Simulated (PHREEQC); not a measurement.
Consider water at 25 °C with 1.9 mmol/kgw HF, 1.5 mmol/kgw ZnSO4 and 0.032 mmol/kgw MgCl2. Closed to the air; pH follows from the charge balance.

All values are PHREEQC results (ion-association model, phreeqc.dat), not measurements.

```json
[
 {"quantity": "pH", "before": "3.10", "after": "3.37"},
 {"quantity": "ionic strength (mol/kgw)", "before": "0.00604", "after": "0.00758"},
 {"quantity": "HF (mol/kgw)", "before": "0.000977", "after": "0.00138"},
 {"quantity": "F- (mol/kgw)", "before": "0.000903", "after": "0.00236"},
 {"quantity": "HSO4- (mol/kgw)", "before": "7.34e-5", "after": "4.02e-5"},
 {"quantity": "HF2- (mol/kgw)", "before": "3.39e-6", "after": "1.25e-5"}
]
```

Name the change that produced these shifts.
A) temperature from 25 to 20 °C
B) MgCl2 left out
C) HF replaced by NaHF2 at the same molality
D) ZnSO4 replaced by NaHSO4 at the same molality

C, HF replaced by NaHF2 at the same molality

This is a speciation only: nothing precipitates in the calculation.
